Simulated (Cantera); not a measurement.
# Ignition delay

Mixture: 31.1 % H₂, 13.0 % O₂, 48.8 % N₂, 7.15 % H₂O, equivalence ratio 1.2, at 5.00 bar, adiabatic and at constant volume. Ignition delay is the time to a rise of 400 K.

Computed with Cantera and the H2/O2 subset of GRI-Mech 3.0, which has no nitrogen chemistry. The hydrogen kinetics of GRI-Mech 3.0 are dated; newer H2 mechanisms differ, most at raised pressure.

| T0 (K) | delay (ms) |
|---|---|
| 1025 | 6.76 |
| 1100 | 1.20 |
| 1175 | 0.164 |
| 1250 | 0.0178 |
| 1325 | 0.00762 |
| 1400 | 0.00473 |
| 1475 | 0.00336 |

The apparent activation energy between 1325 and 1475 K is 89 kJ/mol.
